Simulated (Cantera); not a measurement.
An isothermal, constant-pressure homogeneous reactor starts with 19.4 % H2, 80.6 % O2, at 1375 K and 270 Pa.

Cantera simulation using the H2/O2 subset of GRI-Mech 3.0, which has no nitrogen chemistry; the numbers are that mechanism's predictions, not measurements. Radical loss at walls, strong at low pressure, is not modelled. The temperature is held fixed by assumption; the heat of reaction is taken as removed at once.

Q: Predict: x(H2) at 10.0 s; x(O2) at 10.0 s; x(HO2) at 10.0 s; x(H2O) at 10.0 s; x(OH) at 10.0 s; x(H2O2) at 10.0 s; x(O) at 10.0 s.

A: 
| Property | Value |
|---|---|
| x(H2) at 10.0 s | 3.01e-5 (gas-phase equilibrium 1.43e-6) |
| x(O2) at 10.0 s | 0.785 (gas-phase equilibrium 0.786) |
| x(HO2) at 10.0 s | 7.46e-8 (gas-phase equilibrium 6.58e-8) |
| x(H2O) at 10.0 s | 0.214 (gas-phase equilibrium 0.214) |
| x(OH) at 10.0 s | 0.000979 (gas-phase equilibrium 0.000214) |
| x(H2O2) at 10.0 s | 5.15e-9 (gas-phase equilibrium 9.32e-10) |
| x(O) at 10.0 s | 0.000230 (gas-phase equilibrium 1.09e-5) |
